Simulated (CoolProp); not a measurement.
Vapour-liquid equilibrium of isobutane (1) + R245fa (2) at 65.05 °C; x and y are mole fractions of (1).

Computed with CoolProp (multi-fluid Helmholtz-energy mixture model, Bücker 2006 and Akasaka 2015; pair parameters Bell 2016).

```
x     bubble pressure (MPa)  y at the bubble point  dew pressure at overall composition x (MPa)  liquid density (mol/L)
----  ---------------------  ---------------------  -------------------------------------------  ----------------------
0.05                 0.6547                  0.199                                       0.5594                   9.021
0.2                  0.8922                  0.453                                          [?]                   8.769
0.35                    [?]                  0.556                                       0.7825                     [?]
0.5                   1.069                    [?]                                       0.9461                   8.385
0.65                  1.098                  0.683                                        1.087                   8.307
0.8                   1.094                  0.767                                        1.084                     [?]
0.95                  1.025                  0.917                                        1.006                   8.455
```

Some entries are withheld; supply them.


- 0.2, dew pressure at overall composition x (MPa): 0.6553
- 0.35, bubble pressure (MPa): 1.009
- 0.35, liquid density (mol/L): 8.548
- 0.5, y at the bubble point: 0.621
- 0.8, liquid density (mol/L): 8.331

y crosses x between x = 0.65 and 0.8: the model has an azeotrope there.

The pair parameters rest on a limited set of measurements; away from them the model extrapolates.
